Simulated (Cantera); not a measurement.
## Al(CH3)3 + N2 (aluminium nitride and oxide growth)

A closed system holds: 1 mol Al(CH3)3, 0.74 mol N2, equilibrated at 1550 K and 0.820 bar.

Method: chemical equilibrium by Gibbs-energy minimisation in Cantera with the NASA 1993 tables (ideal gas, pure condensed phases). Candidate condensed phases: Al, AlN, C, C6H6, C7H8, C8H18; 97 gas species. The feed counts by its element totals alone. Equilibrium is a limit: real reactors are often held back by kinetics, nucleation or transport.

* **x(H2)**: 0.948
* **x(N2)**: 0.0505
* **x(CH4)**: 0.00150
* **x(HCN)**: 0.000325
* **x(H)**: 3.39e-5
* **x(C2H2 (acetylene))**: 1.52e-5
* **x(NH3)**: 9.10e-6
* **x(HNC)**: 6.43e-6
* **x(C2H4)**: 2.07e-6
* **n(AlN(s))**: 1.00 mol
* **n(C(graphite))**: 2.99 mol
* **gas amount**: 4.733 mol
* **log10 activity of Al(l) (absent)**: -4.27
